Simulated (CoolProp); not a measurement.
Vapour pressure (MPa) of octamethylcyclotetrasiloxane (D4): the reference equation beside estimates from Tc = 313.4 °C, pc = 1.347 MPa, ω = 0.598.

Computed with CoolProp (reference Helmholtz-energy equation of state, Thol 2015).

```json
[
 {"T (°C)": "182.45", "reference": "0.1198", "Redlich-Kwong": "0.2678", "Peng-Robinson": "0.1205"},
 {"T (°C)": "190.25", "reference": "0.1444", "Redlich-Kwong": "0.3031", "Peng-Robinson": "0.1451"},
 {"T (°C)": "198.05", "reference": "0.1727", "Redlich-Kwong": "0.3415", "Peng-Robinson": "(withheld)"},
 {"T (°C)": "205.85", "reference": "0.2051", "Redlich-Kwong": "0.3831", "Peng-Robinson": "0.2062"},
 {"T (°C)": "213.65", "reference": "0.2420", "Redlich-Kwong": "0.4281", "Peng-Robinson": "0.2435"},
 {"T (°C)": "221.45", "reference": "0.2838", "Redlich-Kwong": "0.4765", "Peng-Robinson": "0.2858"},
 {"T (°C)": "229.25", "reference": "0.3309", "Redlich-Kwong": "(withheld)", "Peng-Robinson": "0.3336"},
 {"T (°C)": "237.05", "reference": "0.3839", "Redlich-Kwong": "0.5843", "Peng-Robinson": "0.3874"},
 {"T (°C)": "244.85", "reference": "0.4430", "Redlich-Kwong": "0.6438", "Peng-Robinson": "0.4477"},
 {"T (°C)": "252.65", "reference": "0.5090", "Redlich-Kwong": "(withheld)", "Peng-Robinson": "0.5150"}
]
```

Problem. Complete the blanks.

Solution. 
- 198.05, Peng-Robinson: 0.1736
- 229.25, Redlich-Kwong: 0.5285
- 252.65, Redlich-Kwong: 0.7073

Absolute difference from the reference over all 10 rows, mean and median: Redlich-Kwong 75.9 and 72.4 %, Peng-Robinson 0.7 and 0.7 %.
